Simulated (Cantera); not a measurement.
Input: 1 mol Pb, 0.044 mol O2, 2.4 mol H2, equilibrated at 45.0 Pa.

Cantera equilibrium calculation (NASA polynomials, part measured and part estimated; ideal gas, pure solids and liquids). Candidate condensed phases: H2O, Pb, PbO, PbO2, Pb3O4; 12 gas species. Rates play no part.

log p: log10 of the partial pressure in bar; n: condensed amount in mol.

| T (K) | log p H2 | log p Pb | log p H2O | log p H | n Pb(l) |
|---|---|---|---|---|---|
| 775 | -3.36 | -7.60 | -4.78 | ___ | 1.000 |
| 825 | -3.36 | -6.84 | -4.78 | ___ | 0.999 |
| 875 | -3.36 | -6.17 | -4.78 | ___ | 0.996 |
| 925 | -3.37 | -5.57 | -4.79 | ___ | 0.986 |
| 975 | -3.37 | -5.04 | -4.79 | ___ | 0.950 |
| 1025 | -3.39 | -4.56 | -4.81 | ___ | 0.842 |
| 1075 | -3.44 | -4.12 | -4.86 | ___ | 0.513 |
| 1125 | -3.51 | -3.88 | -4.93 | ___ | 0 |
| 1175 | -3.51 | -3.88 | -4.93 | ___ | 0 |
| 1225 | -3.51 | -3.88 | -4.93 | ___ | 0 |
| 1275 | -3.51 | -3.88 | -4.93 | ___ | 0 |
| 1325 | -3.51 | -3.88 | -4.93 | ___ | 0 |
| 1375 | -3.51 | -3.88 | -4.93 | ___ | 0 |

Problem. Complete the blanks.

Solution. 
- 775, log p H: -13.69
- 825, log p H: -12.78
- 875, log p H: -11.98
- 925, log p H: -11.27
- 975, log p H: -10.63
- 1025, log p H: -10.06
- 1075, log p H: -9.56
- 1125, log p H: -9.11
- 1175, log p H: -8.67
- 1225, log p H: -8.26
- 1275, log p H: -7.89
- 1325, log p H: -7.54
- 1375, log p H: -7.22
